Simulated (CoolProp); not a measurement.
A simple Rankine cycle with dimethyl carbonate: condensing at 307.15 K, boiler at 1.65 MPa, turbine inlet 524.9 K, turbine efficiency 0.85, pump efficiency 0.7, no recuperator. Each further row changes one setting.

Model: reference Helmholtz-energy equation of state, Zhou 2011, in CoolProp.

```csv
case,thermal efficiency (%),net work (kJ/kg),heat in (kJ/kg),turbine exit temperature (K),volume ratio over the turbine
as stated,23.5,166,707,403.2,133
turbine inlet 544.9 K,23.5,175,745,422.8,131
condensing temperature 299.15 K,24.7,178,722,395.0,193
boiler pressure 1.15 MPa,22.2,159,717,414.3,89.3
turbine efficiency 0.75,20.7,146,707,416.7,137
```
